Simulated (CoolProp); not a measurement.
Vapour-liquid equilibrium of carbon dioxide (1) + R22 (2) at 228.1 K; x and y are mole fractions of (1).

Model: multi-fluid Helmholtz-energy mixture model, Span 1996 and Kamei 1995; pair parameters Bell 2016, in CoolProp.

```tsv
x	bubble pressure, mixture model (kPa)	bubble pressure, Raoult's law (kPa)	y, mixture model	y, Raoult's law
0.05	110.2	120.1	0.280	0.346
0.15	171.4	194.8	0.580	0.639
0.25	239.6	269.6	0.733	0.770
0.35	312.9	344.3	0.821	0.844
0.45	389.4	419.1	0.877	0.891
0.55	467.8	493.8	0.915	0.925
0.65	547.0	568.6	0.943	0.949
0.75	626.7	643.4	0.964	0.968
0.85	707.0	718.1	0.980	0.983
0.95	788.6	792.9	0.994	0.995
```

The largest gap from Raoult's law is -12.0 % in bubble pressure, at x = 0.15. No azeotrope shows between x = 0.05 and 0.95.

Pair parameters are fitted to limited data, so mixtures are less certain than the pure fluids.
